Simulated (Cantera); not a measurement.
What does this Cantera script print?

```python
import numpy as np
import cantera as ct

gas_names = """
    OH H2O
""".split()
cond_names = """
    V2O3(s) V2O3(L) V2O4(I) V2O4(II) V2O4(L)
""".split()


# ... load() reads the species with a 1 bar reference pressure and builds the phases ...
species = {s.name: s for s in load("nasa_gas.yaml", gas_names) + load("nasa_condensed.yaml", cond_names)}
# Each term lists the table entries of one substance; the one whose range holds T is used.
reactions = {
    '2 OH(g) + V2O3 = V2O4 + H2O(g)':
        [(-2, ['OH']), (-1, ['V2O3(s)', 'V2O3(L)']), (1, ['V2O4(I)', 'V2O4(II)', 'V2O4(L)']), (1, ['H2O'])],
}


def pick(names, T):
    return next(species[n] for n in names if species[n].thermo.min_temp <= T <= species[n].thermo.max_temp)


results = []
for label, terms in reactions.items():
    print(label)
    print("     T/K   dH/kJ  dS/(J/K)   dG/kJ   log10 K")
    for T in [300, 1498, 1548, 1598, 1648, 1698, 1748, 1798]:
        used = [(nu, pick(names, T)) for nu, names in terms]
        dH = sum(nu * s.thermo.h(T) for nu, s in used) / 1e6
        dS = sum(nu * s.thermo.s(T) for nu, s in used) / 1e3
        dG = dH - T * dS / 1e3
        logK = -dG * 1e6 / (ct.gas_constant * T * np.log(10))
        results.append((label, T, dH, dS, dG, logK, [s.name for _, s in used]))
        print(f"{T:8g} {dH:8.1f} {dS:8.1f} {dG:8.1f} {logK:8.2f}")
```

It prints:

```
2 OH(g) + V2O3 = V2O4 + H2O(g)
     T/K   dH/kJ  dS/(J/K)   dG/kJ   log10 K
     300   -529.0   -173.4   -476.9    83.04
    1498   -520.6   -150.7   -294.9    10.28
    1548   -520.6   -150.7   -287.3     9.70
    1598   -520.6   -150.7   -279.8     9.15
    1648   -520.7   -150.8   -272.3     8.63
    1698   -520.8   -150.8   -264.7     8.14
    1748   -520.9   -150.9   -257.2     7.69
    1798   -521.1   -151.0   -249.6     7.25
```

Source: NASA polynomial tables (part measured, part estimated), evaluated in Cantera. Condensed species are held in their standard states even where they would react or evaporate.
